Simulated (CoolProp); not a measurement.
Ethylbenzene at 296.35 K and 16.3 MPa is throttled through a valve to 1.71 MPa with no heat exchange. Each further row changes one setting.

Values from CoolProp's reference Helmholtz-energy equation of state, Zhou 2012.

```json
[
 {"case": "as stated", "temperature change (K)": "+6.8", "final density (kg/m³)": "859"},
 {"case": "outlet pressure 0.513 MPa", "temperature change (K)": "+7.4", "final density (kg/m³)": "858"},
 {"case": "outlet pressure 2.22 MPa", "temperature change (K)": "+6.6", "final density (kg/m³)": "860"}
]
```
